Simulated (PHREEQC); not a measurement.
Make-up at 78 °C: 0.0021 mol Na2CO3 per kg of water. Closed to the air; pH follows from the charge balance.

Model: ion-association model, wateq4f.dat, run in PHREEQC.

Precipitation was switched off in this run.

**Question.** Estimate the pH.

**Answer.** pH 9.70.

**Question.** In which forms is Na present?

**Answer.** Na+ 93 %, NaCO3- 7.1 % of the Na.

Constants without temperature data keep their 25 °C values here.
